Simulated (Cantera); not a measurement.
Feed: 1 mol Si, 1.2 mol F2, 1.9 mol N2, 3.9 mol SF6, at 602 °C and 0.100 bar.

Method: chemical equilibrium by Gibbs-energy minimisation in Cantera with the NASA 1993 tables (ideal gas, pure condensed phases). Candidate condensed phases: S, Si, Si3N4; 29 gas species. The tables' values for SF3 are old estimates; treat these amounts as uncertain. Rates play no part.

Task: What is the equilibrium state?

Result: 
| Property | Result |
|---|---|
| x(SF6) | 0.456 |
| x(N2) | 0.279 |
| x(SiF4) | 0.147 |
| x(SF4) | 0.117 |
| x(SF3) | 8.23e-5 |
| x(SF2) | 1.33e-5 |
| x(SF5) | 8.21e-6 |
| gas amount | 6.800 mol |
| log10 activity of S(l) (absent) | -8.64 |
| log10 activity of Si(s) (absent) | -59.48 |
